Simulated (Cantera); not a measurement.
Feed: 1 mol MgO, 1.2 mol CO, at 2425 K and 2.80 mbar.

Equilibrium computed with Cantera from the NASA thermochemical tables; the gas is ideal and each condensed phase is pure. Candidate condensed phases: C, Mg, MgCO3, MgO; 15 gas species. Equilibrium is a limit: real reactors are often held back by kinetics, nucleation or transport.

Base state: CO 0.427, Mg 0.303, CO2 0.185, O2 0.0401, O 0.0375, MgO 0.00709 (mole fractions); condensed: MgO(s).

Q: What changes in the equilibrium state with this change: MgO replaced by PbO?

A: 
```
species       before   after
-----------  -------  ------
Pb                 0   0.376
CO             0.427   0.300
CO2            0.185   0.177
Mg             0.303       0
PbO                0  0.0217
O2            0.0401  0.0741
O             0.0375  0.0509
MgO          0.00709       0
MgO(s), mol    0.393       0
```
Further candidate phases: Pb, PbO, PbO2, Pb3O4.
